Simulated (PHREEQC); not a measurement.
Dissolve 120 mmol/kgw NH3 and 57 mmol/kgw KH2PO4 at 25 °C and 100 atm. Closed to the air; pH follows from the charge balance.

The numbers come from PHREEQC with the ion-association model, phreeqc.dat.

This is a speciation only: nothing precipitates in the calculation.

### Question
Predict the pH.

### Answer
pH 9.47.

### Question
In which forms is K present?

### Answer
K+ 97 %, KHPO4- 2.9 % of the K.

Under pressure, the constants of complexes without a molar volume in the database are unreliable.
